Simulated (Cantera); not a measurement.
A freely propagating, adiabatic, planar premixed flame of H2 : O2 : N2 = 1 : 0.294 : 1.41 (molar parts), unburnt at 700 K and 0.110 bar; mixture-averaged transport, grid criteria slope 0.08 and curve 0.16, no radiation.

Detailed kinetics in Cantera: the H2/O2 subset of GRI-Mech 3.0, which has no nitrogen chemistry. Burning velocities carry a grid error of a few per cent, more on coarse grids.

Problem. How do the results move with these cheaper or finer settings: unity-Lewis-number transport; multicomponent transport; multicomponent+Soret transport; grid criteria slope 0.5, curve 1; grid criteria slope 0.25, curve 0.5; grid criteria slope 0.03, curve 0.06?

Solution. 
```tsv
setting	laminar burning velocity	thermal thickness	peak x(O)	peak x(OH)	grid points
as above	800 cm/s	9.58 mm	0.00648	0.00744	140
unity-Lewis-number transport	485 cm/s	7.48 mm	0.00517	0.00704	126
multicomponent transport	783 cm/s	9.54 mm	0.00638	0.00740	140
multicomponent+Soret transport	764 cm/s	9.48 mm	0.00636	0.00740	140
grid criteria slope 0.5, curve 1	1280 cm/s	19.7 mm	0.00565	0.00749	43
grid criteria slope 0.25, curve 0.5	921 cm/s	12.0 mm	0.00606	0.00739	76
grid criteria slope 0.03, curve 0.06	756 cm/s	8.78 mm	0.00658	0.00725	286
```
Unity Lewis numbers drop preferential diffusion, which matters most where H2 and H carry the flame; Soret adds thermal diffusion.
